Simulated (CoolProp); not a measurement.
The fluid at 293.15 K and 9.73 MPa (liquid) is heated at constant pressure to 337.2 K. The same conditions are run with several fluids, on thermodynamics alone (safety and materials aside).

The numbers come from the reference Helmholtz-energy equation of state of each fluid (neopentane: Lemmon 2006; R142b: Lemmon 2006; R236FA: Pan 2012; R123: Younglove 1994; dimethyl ether: Wu 2011) in CoolProp.

```json
[
 {"fluid": "neopentane", "heat (kJ/kg)": "103", "final density (kg/m³)": "561"},
 {"fluid": "R142b", "heat (kJ/kg)": "57.7", "final density (kg/m³)": "1050"},
 {"fluid": "R236FA", "heat (kJ/kg)": "54.0", "final density (kg/m³)": "(withheld)"},
 {"fluid": "R123", "heat (kJ/kg)": "44.9", "final density (kg/m³)": "(withheld)"},
 {"fluid": "dimethyl ether", "heat (kJ/kg)": "(withheld)", "final density (kg/m³)": "618"}
]
```

**Question.** Some entries are withheld; supply them.

**Answer.** 
- R236FA, final density (kg/m³): 1280
- R123, final density (kg/m³): 1400
- dimethyl ether, heat (kJ/kg): 107
